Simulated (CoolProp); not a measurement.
Properties of cyclopentane along the isobar 0.592 MPa (Tc = 511.7 K, pc = 4.583 MPa, ω = 0.202).

Computed with CoolProp (reference Helmholtz-energy equation of state, Gedanitz 2015).

```
T (K)  phase  speed of sound (m/s)  isothermal compressibility (1/MPa)  fugacity coefficient
-----  -----  --------------------  ----------------------------------  --------------------
412      gas                 208.7                               1.895                0.9092
424.5    gas                 213.7                               1.870                0.9175
437.1    gas                 218.4                               1.849                0.9248
449.6    gas                 222.8                               1.831                0.9313
462.2    gas                 227.1                               1.817                0.9371
474.7    gas                 231.2                               1.804                0.9422
487.3    gas                 235.2                               1.793                0.9469
499.8    gas                 239.1                               1.783                0.9511
512.4    gas                 242.8                               1.775                0.9549
524.9    gas                 246.5                               1.767                0.9583
537.5    gas                 250.0                               1.761                0.9614
550      gas                 253.5                               1.755                0.9643
```
